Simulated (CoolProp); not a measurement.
Vapour-liquid equilibrium of R114 (1) + benzene (2) at 0.184 MPa; x and y are mole fractions of (1).

Values from CoolProp's multi-fluid Helmholtz-energy mixture model, Platzer 1990 and Thol 2012; pair parameters Bell 2016. This equation is an older, rougher fit; its heat capacities, sound speeds and derivatives of the liquid may be far off and weren't checked against measurements.

| x | bubble temperature (K) | y at the bubble point | dew temperature at overall composition x (K) | liquid density (mol/L) |
|---|---|---|---|---|
| 0.05 | 350.0 | 0.512 | 372.1 | 10.30 |
| 0.125 | 329.6 | 0.765 | 369.1 | 10.36 |
| 0.2 | 319.3 | 0.848 | 366.0 | 10.29 |
| 0.275 | 313.4 | 0.886 | 362.6 | 10.15 |
| 0.35 | 309.7 | 0.906 | 359.0 | 9.995 |
| 0.425 | 307.1 | 0.920 | 355.0 | 9.824 |
| 0.5 | 305.0 | 0.930 | 350.7 | 9.649 |
| 0.575 | 303.3 | 0.939 | 345.8 | 9.476 |
| 0.65 | 301.6 | 0.948 | 340.2 | 9.305 |
| 0.725 | 300.0 | 0.957 | 333.7 | 9.140 |
| 0.8 | 298.3 | 0.967 | 325.7 | 8.981 |
| 0.875 | 296.6 | 0.978 | 315.2 | 8.829 |
| 0.95 | 294.7 | 0.991 | 301.3 | 8.685 |

No azeotrope shows between x = 0.05 and 0.95.

Pair parameters are fitted to limited data, so mixtures are less certain than the pure fluids. With so large a gap from Raoult's law the liquid may split in two, which this calculation doesn't test in full.
